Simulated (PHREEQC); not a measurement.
H2SO4 is added in steps, without added water, to 1 kg of water holding 72 mmol/kgw NH3, at 45 °C. Oxygen alone is held at its pressure in air (log pO2 = -0.68). The system is closed to CO2. No solid was allowed to form.

Base run: PHREEQC, ion-association model, wateq4f.dat. Each further column changes one thing. The table gives HSO4- (mol/kgw).

```
H2SO4 added (mol)      base  Debye-Hückel limiting law  all activity coefficients set to 1  Davies equation for every ion  metal-ligand complexes left out
-----------------  --------  -------------------------  ----------------------------------  -----------------------------  -------------------------------
0                         0                          0                                   0                              0                                0
0.01063            6.39e-10                   5.69e-10                            9.09e-10                       6.30e-10                         6.39e-10
0.02656             7.29e-9                    5.85e-9                             1.05e-8                        7.19e-9                          7.29e-9
0.03719             0.00149                        ___                                 ___                        0.00145                          0.00149
0.04781              0.0143                     0.0116                              0.0173                         0.0140                           0.0143
0.05844              0.0265                        ___                                 ___                         0.0259                           0.0265
0.07437              0.0439                     0.0352                                 ___                         0.0431                           0.0439
0.085                0.0551                     0.0440                                 ___                         0.0542                           0.0551
```

Q: Some entries are withheld; supply them.

A: 
- 0.03719, Debye-Hückel limiting law: 0.00120
- 0.03719, all activity coefficients set to 1: 0.00181
- 0.05844, Debye-Hückel limiting law: 0.0213
- 0.05844, all activity coefficients set to 1: 0.0315
- 0.07437, all activity coefficients set to 1: 0.0512
- 0.085, all activity coefficients set to 1: 0.0636

Away from 25 °C the constants follow the database's enthalpies or fits; those with neither stay at their 25 °C values.
